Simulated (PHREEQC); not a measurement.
Solution (20 °C): 0.019 mol NaCl and 0.0068 mol KBr per kg of water. Closed to the air; pH follows from the charge balance.

The numbers come from PHREEQC with the ion-association model, wateq4f.dat.

| Quantity | Value |
|---|---|
| ionic strength | 0.0258 mol/kgw |

| species | molality | activity | log γ |
|---|---|---|---|
| Cl- | 0.0190 | 0.0162 | -0.068 |
| Na+ | 0.0190 | 0.0163 | -0.065 |
| Br- | 0.00680 | 0.00584 | -0.066 |
| K+ | 0.00680 | 0.00581 | -0.068 |
| OH- | 9.50e-8 | 8.11e-8 | -0.069 |
| H+ | 9.50e-8 | 8.36e-8 | -0.055 |

No solid was allowed to form. Complexes and solids missing from the database can't appear.
